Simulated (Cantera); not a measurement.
Equilibrium for aluminium and copper etching: Al + HCl + N2

Charge: 1 mol Al, 3.8 mol HCl, a varied amount of N2, held at 525 °C and 0.188 Torr.

These are equilibrium values from Cantera (NASA tables, ideal gas, pure condensed phases), not measurements of a reactor. Candidate condensed phases: Al, AlCl3, AlN, NH4Cl; 20 gas species. Kinetics and transport are ignored.

At 3.6 mol N2 nothing is condensed. From 6.1 mol N2 to 26 mol N2 the condensed part is AlN(s). The main Al-bearing gas is AlCl3 throughout. The share of Al in condensed phases is highest at 26 mol N2 (7.9 %) and lowest at 3.6 mol N2 (0.0 %).

```
n(N2) (mol)  log p N2  log p H2  log p AlCl3  log p HCl  n AlN(s)
-----------  --------  --------  -----------  ---------  --------
3.6             -3.88     -4.26        -4.44      -4.54         0
6.1             -3.79     -4.41        -4.58      -4.64    0.0194
8.7             -3.74     -4.52        -4.70      -4.73    0.0332
11              -3.72     -4.60        -4.78      -4.79    0.0426
14              -3.69     -4.69        -4.86      -4.86    0.0525
16              -3.68     -4.74        -4.91      -4.90    0.0581
19              -3.67     -4.80        -4.98      -4.95    0.0654
21              -3.67     -4.84        -5.02      -4.98    0.0697
24              -3.66     -4.90        -5.07      -5.03    0.0755
26              -3.65     -4.93        -5.10      -5.05    0.0790
```
log p: log10 of the partial pressure in bar; n: condensed amount in mol.
